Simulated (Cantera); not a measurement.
An adiabatic, constant-pressure homogeneous reactor starts with H2 : O2 : N2 : NO = 1 : 1.56 : 5.88 : 0.017 (molar parts), at 1823 K and 1.00 bar. Integrator tolerance rtol = 1e-08.

Cantera simulation using GRI-Mech 3.0 (53 species, 325 reactions); the numbers are that mechanism's predictions, not measurements.

Question: What does this change do: constant volume in place of constant pressure?

Answer: 
| quantity | before | after |
|---|---|---|
| time of steepest temperature rise | 7.52 µs | 7.52 µs |
| temperature at 0.800 s | 2494 K | 2597 K |
| equilibrium temperature | 2494 K | 2597 K |
| x(H2) at 0.800 s | 0.00194 (gas-phase equilibrium 0.00194) | 0.00266 (gas-phase equilibrium 0.00266) |
| x(O2) at 0.800 s | 0.120 (gas-phase equilibrium 0.120) | 0.117 (gas-phase equilibrium 0.117) |
| x(NO) at 0.800 s | 0.0166 (gas-phase equilibrium 0.0166) | 0.0195 (gas-phase equilibrium 0.0195) |
| x(O) at 0.800 s | 0.00492 (gas-phase equilibrium 0.00492) | 0.00679 (gas-phase equilibrium 0.00679) |
| x(H) at 0.800 s | 0.00109 (gas-phase equilibrium 0.00109) | 0.00169 (gas-phase equilibrium 0.00169) |
